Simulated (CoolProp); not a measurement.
Vapour-liquid equilibrium of propylene (1) + R114 (2) at 18.25 °C; x and y are mole fractions of (1).

The numbers come from the multi-fluid Helmholtz-energy mixture model, Lemmon 2013 and Platzer 1990; pair parameters Bell 2016 in CoolProp. This equation is an older, rougher fit; its heat capacities, sound speeds and derivatives of the liquid may be far off and weren't checked against measurements.

```json
[
 {"x": "0.05", "bubble pressure, mixture model (bar)": "2.242", "bubble pressure, Raoult's law (bar)": "2.116", "y, mixture model": "0.258", "y, Raoult's law": "0.230"},
 {"x": "0.15", "bubble pressure, mixture model (bar)": "3.278", "bubble pressure, Raoult's law (bar)": "2.916", "y, mixture model": "0.528", "y, Raoult's law": "0.500"},
 {"x": "0.25", "bubble pressure, mixture model (bar)": "4.255", "bubble pressure, Raoult's law (bar)": "3.717", "y, mixture model": "0.665", "y, Raoult's law": "0.654"},
 {"x": "0.35", "bubble pressure, mixture model (bar)": "5.147", "bubble pressure, Raoult's law (bar)": "4.517", "y, mixture model": "0.748", "y, Raoult's law": "0.753"},
 {"x": "0.45", "bubble pressure, mixture model (bar)": "5.949", "bubble pressure, Raoult's law (bar)": "5.317", "y, mixture model": "0.804", "y, Raoult's law": "0.822"},
 {"x": "0.55", "bubble pressure, mixture model (bar)": "6.678", "bubble pressure, Raoult's law (bar)": "6.118", "y, mixture model": "0.846", "y, Raoult's law": "0.874"},
 {"x": "0.65", "bubble pressure, mixture model (bar)": "7.356", "bubble pressure, Raoult's law (bar)": "6.918", "y, mixture model": "0.881", "y, Raoult's law": "0.913"},
 {"x": "0.75", "bubble pressure, mixture model (bar)": "8.011", "bubble pressure, Raoult's law (bar)": "7.718", "y, mixture model": "0.914", "y, Raoult's law": "0.944"},
 {"x": "0.85", "bubble pressure, mixture model (bar)": "8.670", "bubble pressure, Raoult's law (bar)": "8.518", "y, mixture model": "0.946", "y, Raoult's law": "0.970"},
 {"x": "0.95", "bubble pressure, mixture model (bar)": "9.358", "bubble pressure, Raoult's law (bar)": "9.319", "y, mixture model": "0.981", "y, Raoult's law": "0.991"}
]
```

The largest gap from Raoult's law is +14.5 % in bubble pressure, at x = 0.25. No azeotrope shows between x = 0.05 and 0.95.

The pair parameters rest on a limited set of measurements; away from them the model extrapolates.
